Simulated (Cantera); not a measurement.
Cantera run:

```python
import numpy as np
import cantera as ct

gas_names = """
    CL CL2 H HCL H2 N NH NH2 NH3 N2 N2H2 N2H4 Si SiCL SiCL2 SiCL3 SiCL4 SiH SiHCL3 SiH2 SiH2CL2 SiH3
    SiH3CL SiH4 SiN Si2 Si2N Si3
""".split()
cond_names = """
    NH4CL(a) NH4CL(b) Si(cr) Si(L) Si3N4(a)
""".split()


# ... load() reads the species with a 1 bar reference pressure and builds the phases ...
atoms = {
    'SiHCl3': {'Si': 1, 'H': 1, 'CL': 3},
    'N2': {'N': 2},
}
top_T = {'Si3N4(a)': 2400}  # K; cautious upper limits of use, not melting points


# ... equilibrate(T, P, feed) seeds the gas with the atoms and calls Mixture.equilibrate('TP', solver="vcs", rtol=1e-11, max_steps=5000) ...
results = []
T = 1500  # K
P = 10000  # Pa
for m in [8.5, 11, 13, 16, 19, 24, 29, 36, 44, 55, 67]:
    feed = {'SiHCl3': 1, 'N2': m}  # mol
    mix = equilibrate(T, P, feed)
    results.append((T, P, feed, dict(zip(mix.species_names, mix.species_moles))))
    x = sorted(zip(gas.X, gas.species_names), reverse=True)
    print(f"T = {T:g} K  P = {P:g} Pa  n(N2) = {m:g} mol  gas = {mix.phase_moles(0):.4g} mol")
    print("   x: " + "  ".join(f"{s} {v:.3e}" for v, s in x if v > 1e-06))
    print("   condensed (mol): " + ("  ".join(f"{mix.phase(i).name} {mix.phase_moles(i):.4g}"
          for i in range(1, mix.n_phases) if mix.phase_moles(i) > 1e-12) or "none"))
```

It prints:

```
T = 1500 K  P = 10000 Pa  n(N2) = 8.5 mol  gas = 9.872 mol
   x: N2 8.389e-01  HCL 8.474e-02  SiCL4 3.397e-02  SiCL2 1.945e-02  SiCL3 1.443e-02  H2 8.103e-03  SiHCL3 3.364e-04  CL 4.224e-05  H 5.011e-06
   condensed (mol): Si3N4(a) 0.1089
T = 1500 K  P = 10000 Pa  n(N2) = 11 mol  gas = 12.39 mol
   x: N2 8.707e-01  HCL 6.852e-02  SiCL4 2.601e-02  SiCL2 1.681e-02  SiCL3 1.174e-02  H2 5.979e-03  SiHCL3 2.351e-04  CL 3.976e-05  H 4.304e-06
   condensed (mol): Si3N4(a) 0.107
T = 1500 K  P = 10000 Pa  n(N2) = 13 mol  gas = 14.4 mol
   x: N2 8.881e-01  HCL 5.947e-02  SiCL4 2.176e-02  SiCL2 1.528e-02  SiCL3 1.023e-02  H2 4.892e-03  SiHCL3 1.854e-04  CL 3.815e-05  H 3.894e-06
   condensed (mol): Si3N4(a) 0.1056
T = 1500 K  P = 10000 Pa  n(N2) = 16 mol  gas = 17.41 mol
   x: N2 9.069e-01  HCL 4.968e-02  SiCL4 1.732e-02  SiCL2 1.354e-02  SiCL3 8.593e-03  H2 3.800e-03  SiHCL3 1.372e-04  CL 3.616e-05  H 3.431e-06
   condensed (mol): Si3N4(a) 0.1035
T = 1500 K  P = 10000 Pa  n(N2) = 19 mol  gas = 20.43 mol
   x: N2 9.202e-01  HCL 4.269e-02  SiCL4 1.428e-02  SiCL2 1.223e-02  SiCL3 7.415e-03  H2 3.076e-03  SiHCL3 1.065e-04  CL 3.454e-05  H 3.087e-06
   condensed (mol): Si3N4(a) 0.1016
T = 1500 K  P = 10000 Pa  n(N2) = 24 mol  gas = 25.45 mol
   x: N2 9.354e-01  HCL 3.462e-02  SiCL4 1.091e-02  SiCL2 1.063e-02  SiCL3 6.042e-03  H2 2.301e-03  SiHCL3 7.509e-05  CL 3.238e-05  H 2.670e-06
   condensed (mol): Si3N4(a) 0.09875
T = 1500 K  P = 10000 Pa  n(N2) = 29 mol  gas = 30.46 mol
   x: N2 9.457e-01  HCL 2.914e-02  SiCL2 9.472e-03  SiCL4 8.724e-03  SiCL3 5.101e-03  H2 1.816e-03  SiHCL3 5.632e-05  CL 3.068e-05  H 2.372e-06
   condensed (mol): Si3N4(a) 0.09619
T = 1500 K  P = 10000 Pa  n(N2) = 36 mol  gas = 37.48 mol
   x: N2 9.555e-01  HCL 2.387e-02  SiCL2 8.286e-03  SiCL4 6.721e-03  SiCL3 4.188e-03  H2 1.384e-03  SiHCL3 4.036e-05  CL 2.879e-05  H 2.071e-06
   condensed (mol): Si3N4(a) 0.09301
T = 1500 K  P = 10000 Pa  n(N2) = 44 mol  gas = 45.5 mol
   x: N2 9.630e-01  HCL 1.980e-02  SiCL2 7.302e-03  SiCL4 5.248e-03  SiCL3 3.474e-03  H2 1.074e-03  SiHCL3 2.950e-05  CL 2.710e-05  H 1.825e-06
   condensed (mol): Si3N4(a) 0.08984
T = 1500 K  P = 10000 Pa  n(N2) = 55 mol  gas = 56.52 mol
   x: N2 9.700e-01  HCL 1.605e-02  SiCL2 6.330e-03  SiCL4 3.962e-03  SiCL3 2.810e-03  H2 8.106e-04  CL 2.529e-05  SiHCL3 2.073e-05  H 1.585e-06
   condensed (mol): Si3N4(a) 0.08608
T = 1500 K  P = 10000 Pa  n(N2) = 67 mol  gas = 68.54 mol
   x: N2 9.751e-01  HCL 1.331e-02  SiCL2 5.566e-03  SiCL4 3.074e-03  SiCL3 2.321e-03  H2 6.319e-04  CL 2.376e-05  SiHCL3 1.511e-05  H 1.399e-06
   condensed (mol): Si3N4(a) 0.08256
```

Cantera equilibrium calculation (NASA polynomials, part measured and part estimated; ideal gas, pure solids and liquids). The tables' values for SiCl3 are old estimates; treat these amounts as uncertain.
